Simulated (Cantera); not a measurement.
Cantera run:

```python
import numpy as np
import cantera as ct

gas_names = """
    B BH BH2 BH3 BO BO2 B2 B2O B2O2 B2O3 B3O3H3 H HBO HBO2 HO2 H2 H2O H2O2 H3B3O6 O OH O2 O3
""".split()
cond_names = """
    B(b) B(L) B2O3(L) B3O3H3(cr) H2O(s) H2O(L)
""".split()


# ... load() reads the species with a 1 bar reference pressure and builds the phases ...
atoms = {
    'B2H6': {'B': 2, 'H': 6},
    'H2O': {'H': 2, 'O': 1},
    'H2': {'H': 2},
}
top_T = {}  # K; cautious upper limits of use, not melting points


# ... equilibrate(T, P, feed) seeds the gas with the atoms and calls Mixture.equilibrate('TP', solver="vcs", rtol=1e-11, max_steps=5000) ...
results = []
T = 1598.15  # K
P = 133.322  # Pa
for m in [0.49, 0.66, 0.89, 1.2, 1.6, 2.2, 3, 4, 5.4]:
    feed = {'B2H6': 1, 'H2O': m, 'H2': 77}  # mol
    mix = equilibrate(T, P, feed)
    results.append((T, P, feed, dict(zip(mix.species_names, mix.species_moles))))

top = {s: max(r[3][s] / sum(r[3][g] for g in gas_names) for r in results) for s in gas_names}
cols = sorted((s for s in top if top[s] > 0.0001), key=lambda s: -top[s])[:8]
seen = [c for c in cond_names if any(r[3].get(c, 0) > 1e-12 for r in results)]
print("log10 of partial pressures in bar; condensed amounts in mol")
print(f"{'n(H2O)':>10s}" + "".join(f"{s[:9]:>10s}" for s in cols + seen))
for T, P, feed, n in results:
    ng = sum(n[g] for g in gas_names)
    print(f"{feed['H2O']:10.4g}" + "".join(f"{np.log10(max(n[s] / ng * P / 1e5, 1e-99)):10.3f}" for s in cols)
          + "".join(f"{n.get(c, 0):10.4g}" for c in seen))
```

It prints:

```
log10 of partial pressures in bar; condensed amounts in mol
    n(H2O)        H2      HBO2       H2O       HBO      B2O3      B2O2         H        BO      B(b)
      0.49    -2.878    -8.325    -9.084    -5.134    -8.888    -6.625    -5.712    -6.611     1.508
      0.66    -2.879    -8.085    -8.965    -5.014    -8.528    -6.385    -5.713    -6.491     1.339
      0.89    -2.880    -7.850    -8.848    -4.897    -8.175    -6.149    -5.713    -6.373     1.109
       1.2    -2.882    -7.621    -8.735    -4.783    -7.831    -5.920    -5.714    -6.258    0.8003
       1.6    -2.884    -7.408    -8.630    -4.677    -7.510    -5.706    -5.715    -6.151    0.4022
       2.2    -2.885    -5.773    -7.021    -4.652    -5.848    -5.654    -5.716    -6.125         0
         3    -2.885    -4.986    -5.934    -4.952    -5.361    -6.254    -5.716    -6.425         0
         4    -2.887    -4.673    -5.151    -5.424    -5.517    -7.196    -5.717    -6.896         0
       5.4    -2.894    -4.574    -4.613    -5.870    -5.859    -8.082    -5.720    -7.339         0
```

Cantera equilibrium calculation (NASA polynomials, part measured and part estimated; ideal gas, pure solids and liquids). The feed counts by its element totals alone. The tables' values for BH2 are old estimates; treat these amounts as uncertain.
